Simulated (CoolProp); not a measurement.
C3F8 (R218) at 356.64 K and 1.84 MPa flows at 0.17 m/s in a round tube of 12.7 mm bore and 15 µm roughness, fully developed (64/Re and Nu = 3.66 if laminar; Colebrook and Gnielinski if turbulent). Each further row changes one setting.

Model: reference Helmholtz-energy equation of state, Lemmon 2006, in CoolProp. It is a short technical equation, of lower accuracy than the large ones.

| case | Reynolds number | Darcy friction factor | pressure drop (Pa/m) | heat-transfer coefficient (W/(m² K)) | mass flow (kg/h) |
|---|---|---|---|---|---|
| as stated | 20300 | 0.0282 | 5.01 | 99.4 | 12.1 |
| velocity 0.34 m/s | 40700 | 0.0252 | 17.9 | 181 | 24.2 |
| diameter 25.4 mm | 40700 | 0.0237 | 2.10 | 85.0 | 48.4 |

Viscosity comes from a separate model (Huber 2003), an estimate that may be off by 10 % or more. Thermal conductivity comes from a separate model (Huber 2003), an estimate that may be off by 10 % or more.
